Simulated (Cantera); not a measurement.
## Stirred combustor or abatement burner

A perfectly stirred reactor is fed with 41.6 % H₂, 12.2 % O₂, 40.4 % N₂, 5.82 % H₂O, at 7500 Torr; it is adiabatic with a 675 K inlet, and is followed from long to short residence time, starting on the burning branch (τ in s: 0.29, 0.14, 0.069, 0.034, 0.016, 0.0079, 0.0038, 0.0019, 0.00091, 0.00044, 0.00021, 0.0001, 5e-05).

Detailed kinetics in Cantera: the H2/O2 subset of GRI-Mech 3.0, which has no nitrogen chemistry. The hydrogen kinetics of GRI-Mech 3.0 are dated; newer H2 mechanisms differ, most at raised pressure.

```tsv
τ (s)	T (K)	x H₂	x O₂	x H₂O	x HO₂	x OH	x H₂O₂
0.29	2431	0.194	6.45e-6	0.343	1.52e-8	0.000873	1.58e-8
0.14	2431	0.194	7.33e-6	0.343	1.58e-8	0.000876	1.61e-8
0.069	2430	0.194	9.05e-6	0.343	1.71e-8	0.000883	1.66e-8
0.034	2430	0.194	1.25e-5	0.343	1.97e-8	0.000895	1.77e-8
0.016	2429	0.194	1.98e-5	0.343	2.55e-8	0.000922	2.00e-8
0.0079	2428	0.194	3.30e-5	0.343	3.68e-8	0.000971	2.45e-8
0.0038	2426	0.194	5.78e-5	0.343	6.11e-8	0.00107	3.36e-8
0.0019	2421	0.194	9.75e-5	0.343	1.09e-7	0.00123	5.02e-8
0.00091	2414	0.193	0.000165	0.342	2.19e-7	0.00151	8.33e-8
0.00044	2402	0.193	0.000268	0.341	4.55e-7	0.00193	1.42e-7
0.00021	2384	0.192	0.000433	0.339	9.71e-7	0.00253	2.44e-7
0.00010	2359	0.191	0.000698	0.337	2.03e-6	0.00334	4.02e-7
5.0e-5	2327	0.190	0.00109	0.334	3.90e-6	0.00428	6.04e-7
```
x: mole fraction; the columns are a selection and need not sum to one.
